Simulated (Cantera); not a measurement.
Mixture: 3.18 % CH₄, 1.69 % H₂, 15.3 % O₂, 79.8 % N₂, at 18000 Torr, adiabatic and at constant pressure. Ignition delay is the time to a rise of 400 K.

Computed with Cantera and GRI-Mech 3.0 (53 species, 325 reactions). The pressure lies above the range GRI-Mech 3.0 was tuned for (to about 10 atm).

Task: Predict: delay at 1275 K; delay at 1425 K; delay at 1575 K; delay at 1725 K; delay at 1875 K; apparent activation energy between 1725 and 1875 K.

Result: 
| Quantity | Result |
|---|---|
| delay at 1275 K | 0.160 ms |
| delay at 1425 K | 40.0 µs |
| delay at 1575 K | 14.5 µs |
| delay at 1725 K | 6.19 µs |
| delay at 1875 K | 2.98 µs |
| apparent activation energy between 1725 and 1875 K | 130 kJ/mol |
